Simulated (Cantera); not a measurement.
N2O furnace oxynitridation

An isothermal, constant-pressure homogeneous reactor starts with 100 % N2O, at 1025 K and 0.257 atm.

Detailed kinetics in Cantera: GRI-Mech 3.0 (53 species, 325 reactions). GRI-Mech 3.0 was tuned for natural gas; its chemistry of N2O as a main component is partial and can be far from experiment. The mechanism lacks the step 2 NO + O2 → 2 NO2, which can matter for NO2 below about 1400 K. The temperature is held fixed by assumption; the heat of reaction is taken as removed at once.

```tsv
t (s)	x N2O	x NO	x NO2	x N2	x O2	x O
5.00e-5	1.00	2.93e-9	<1e-12	1.10e-7	3.02e-8	4.83e-8
0.000182	1.000	2.03e-8	<1e-12	5.00e-7	2.10e-7	7.08e-8
0.000660	1.000	9.09e-8	<1e-12	1.99e-6	9.38e-7	7.21e-8
0.00240	1.000	3.48e-7	1.66e-12	7.43e-6	3.59e-6	7.21e-8
0.00871	1.000	1.28e-6	2.25e-11	2.72e-5	1.32e-5	7.21e-8
0.0316	1.000	4.67e-6	2.97e-10	9.88e-5	4.82e-5	7.21e-8
0.115	0.999	1.70e-5	3.81e-9	0.000359	0.000175	7.21e-8
0.417	0.998	6.16e-5	4.57e-8	0.00130	0.000636	7.21e-8
1.52	0.993	0.000223	4.43e-7	0.00472	0.00230	7.21e-8
5.51	0.974	0.000796	2.72e-6	0.0169	0.00825	7.18e-8
20.0	0.910	0.00275	1.10e-5	0.0586	0.0286	7.11e-8
```
x: mole fraction; the columns are a selection and need not sum to one.

Equilibrium at this temperature and pressure: N2O 1.79e-9, NO 4.77e-5, NO2 1.39e-6, N2 0.667, O2 0.333, O 3.76e-10 (gas phase only).
